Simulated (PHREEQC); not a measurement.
Consider water at 20 °C with 140 mmol/kgw HF, 5.5 mmol/kgw KF, 0.28 mmol/kgw H3PO4 and 100 mmol/kgw Na2HAsO4. Closed to the air; pH follows from the charge balance.

All values are PHREEQC results (ion-association model, wateq4f.dat), not measurements.

No solid was allowed to form.

**Question.** What pH, ionic strength does the model give?

**Answer.** pH 3.57; ionic strength 0.201 mol/kgw.

**Question.** In which forms is As present?

**Answer.** H2AsO4- 96 %, H3AsO4 3.6 % of the As.

Complexes and solids missing from the database can't appear. H3PO4, which wateq4f.dat lacks, is added to it with the constant of phreeqc.dat.
